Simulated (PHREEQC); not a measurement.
H3PO4 is added in steps, without added water, to 1 kg of water holding 0.025 mol ZnSO4, 0.0093 mol ZnCl2 and 3.3e-05 mol Na2SO4, at 25 °C. O2 is buffered at 0.21 atm. CO2 from the air is kept out. Only these solids could form: Zn(OH)2-e, Zn4(OH)6SO4, Zn5(OH)8Cl2, Zn3(PO4)2:4w, Halite, Mirabilite, Goslarite.

Base run: PHREEQC, ion-association model, wateq4f.dat. Each further column changes one thing. The table gives pH.

```tsv
H3PO4 added (mol)	base	all activity coefficients set to 1	Debye-Hückel limiting law	metal-ligand complexes left out	Davies equation for every ion
0	5.51	5.39	5.60	5.55	5.53
0.0057	2.60	2.56	2.63	2.68	2.62
0.0133	2.31	2.28	2.33	2.38	2.32
0.019	2.20	2.17	2.22	2.25	2.21
0.0247	2.11	2.09	2.13	2.17	2.13
0.0323	2.03	2.02	2.05	2.08	2.04
0.038	1.98	1.97	2.00	2.03	2.00
```

H3PO4, which wateq4f.dat lacks, is added to it with the constant of phreeqc.dat. The database has no phosphate complexes of Zn.
